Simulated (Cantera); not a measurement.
A closed system holds: 1 mol NF₃, 0.31 mol SO₂, 0.17 mol H₂, held at 1 atm.

Method: chemical equilibrium by Gibbs-energy minimisation in Cantera with the NASA 1993 tables (ideal gas, pure condensed phases). Candidate condensed phases: H₂O, H₂SO₄, S; 100 gas species. Ions and electrons are included (thermal ionisation). Equilibrium is a limit: real reactors are often held back by kinetics, nucleation or transport.

### Question
At 3727 °C, list the 7 most abundant gas species with their mole fractions, and the condensed phases.

### Answer
F 0.620, N₂ 0.112, O 0.106, HF 0.0709, S 0.0509, SO 0.0172, NO 0.00696. Condensed: gas only.
